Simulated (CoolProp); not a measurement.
Octamethyltrisiloxane (MDM) along the isobar 4.44 bar: Z from the reference equation and from simpler models built on Tc = 292.2 °C, pc = 14.38 bar, ω = 0.528; each cubic takes its own stable root.

Computed with CoolProp (reference Helmholtz-energy equation of state, Thol 2017).

| T (°C) | phase | reference |
|---|---|---|
| 154.95 | liquid | 0.04380 |
| 166.25 | liquid | 0.04362 |
| 177.55 | liquid | 0.04353 |
| 188.85 | liquid | 0.04355 |
| 200.15 | liquid | 0.04370 |
| 211.45 | liquid | 0.04402 |
| 222.75 | gas | 0.7892 |
| 234.05 | gas | 0.8121 |
| 245.35 | gas | 0.8313 |
| 256.65 | gas | 0.8478 |
| 267.95 | gas | 0.8620 |
| 279.25 | gas | 0.8744 |
| 290.55 | gas | 0.8854 |
| 301.85 | gas | 0.8951 |

**Question.** How far does each simpler model (Redlich-Kwong, Peng-Robinson) lie from the reference over these 14 states: mean and median of the absolute difference, and the worst?

**Answer.** 
- Redlich-Kwong: mean 253.4 %, median 3.8 %, worst +1738.3 % at 211.45 °C and 4.44 bar
- Peng-Robinson: mean 1.6 %, median 1.3 %, worst -3.2 % at 154.95 °C and 4.44 bar

At some of these states Redlich-Kwong gives the other phase, because its saturation line lies elsewhere.
